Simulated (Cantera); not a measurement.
# Adiabatic ignition

An adiabatic, constant-pressure homogeneous reactor starts with 11.5 % H2, 18.6 % O2, 69.9 % N2, equivalence ratio 0.31, at 1600 K and 750 Torr.

Detailed kinetics in Cantera: the H2/O2 subset of GRI-Mech 3.0, which has no nitrogen chemistry.

```csv
t (s),T (K),x H2,x O2,x OH,x H2O2,x H2O
3.00e-6,1600,0.115,0.186,2.37e-6,1.42e-8,7.85e-6
1.33e-5,1677,0.0160,0.127,0.0140,1.45e-6,0.0753
5.91e-5,2068,0.00647,0.125,0.0171,3.02e-7,0.0995
0.000262,2304,0.00174,0.131,0.0113,1.62e-7,0.114
0.00116,2345,0.000864,0.133,0.00834,2.10e-7,0.117
0.00516,2345,0.000863,0.133,0.00834,2.10e-7,0.117
0.0229,2345,0.000863,0.133,0.00834,2.10e-7,0.117
0.102,2345,0.000863,0.133,0.00834,2.10e-7,0.117
0.451,2345,0.000863,0.133,0.00834,2.10e-7,0.117
2.00,2345,0.000863,0.133,0.00834,2.10e-7,0.117
```
x: mole fraction; the columns are a selection and need not sum to one.

| Quantity | Value |
|---|---|
| time of steepest temperature rise | 12.3 µs |
| temperature at 2.00 s | 2345 K |
| equilibrium temperature | 2345 K |
| x(H2) at 2.00 s | 0.000863 (gas-phase equilibrium 0.000863) |
| x(O2) at 2.00 s | 0.133 (gas-phase equilibrium 0.133) |
| x(OH) at 2.00 s | 0.00834 (gas-phase equilibrium 0.00834) |
